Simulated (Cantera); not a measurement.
# Equilibrium for titanium nitride, carbide and oxide coatings: Ti(NMe₂)₄ + H₂O + H₂

Charge: 1 mol Ti(NMe₂)₄, 12 mol H₂O, 9.4 mol H₂, at 0.100 bar.

Method: chemical equilibrium by Gibbs-energy minimisation in Cantera with the NASA 1993 tables (ideal gas, pure condensed phases). Candidate condensed phases: C, C₆H₆, C₇H₈, C₈H₁₈, H₂O, Ti, TiC, TiN, TiO, TiO₂, Ti₂O₃, Ti₃O₅, Ti₄O₇; 139 gas species. The feed counts by its element totals alone. Condensed phases not in the tables: Magnéli phases beyond Ti₄O₇. The numbers say what is thermodynamically allowed, not how fast it happens.

```csv
T (K),log p H₂,log p CO,log p H₂O,log p N₂,log p CO₂,log p H,log p OH,n TiO₂(rutile),n Ti₄O₇(s),n Ti₃O₅(s),n Ti₄O₇(l)
1223,-1.14,-1.75,-2.40,-2.34,-3.18,-7.09,-10.40,1.00,0,0,0
1323,-1.14,-1.75,-2.39,-2.34,-3.27,-6.37,-9.46,1.00,0,0,0
1423,-1.14,-1.75,-2.38,-2.34,-3.34,-5.75,-8.65,1.00,0,0,0
1523,-1.14,-1.74,-2.37,-2.34,-3.41,-5.21,-7.95,1.00,0,0,0
1623,-1.14,-1.74,-2.37,-2.34,-3.47,-4.73,-7.34,1.00,0,0,0
1723,-1.14,-1.74,-2.32,-2.34,-3.46,-4.31,-6.74,0,0.250,0,0
1823,-1.14,-1.74,-2.31,-2.34,-3.50,-3.93,-6.26,0,0.250,0,0
1923,-1.14,-1.74,-2.30,-2.34,-3.53,-3.60,-5.81,0,0,0.333,0
2023,-1.15,-1.74,-2.31,-2.34,-3.58,-3.29,-5.44,0,0,0,0.250
```
log p: log10 of the partial pressure in bar; n: condensed amount in mol.

From 1223 K to 1623 K the condensed part is TiO₂(rutile). From 1723 K to 1823 K the condensed part is Ti₄O₇(s). At 1923 K the condensed part is Ti₃O₅(s). At 2023 K the condensed part is Ti₄O₇(l).
